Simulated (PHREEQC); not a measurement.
# Polishing slurry liquid

Solution (80 °C): 0.022 mol K2CO3 and 0.0057 mol KNO3 per kg of water. Closed to the air; pH follows from the charge balance.

All values are PHREEQC results (ion-association model, phreeqc.dat), not measurements.

No solid was allowed to form.

**Question.** Predict the pH, density, ionic strength.

**Answer.** pH 10.25; density 0.975 g/cm³; ionic strength 0.0657 mol/kgw.

**Question.** In which forms is C present?

**Answer.** CO3-2 73 %, HCO3- 27 % of the C.

At this temperature some constants are extrapolated from 25 °C, and those without enthalpy data are left unchanged.
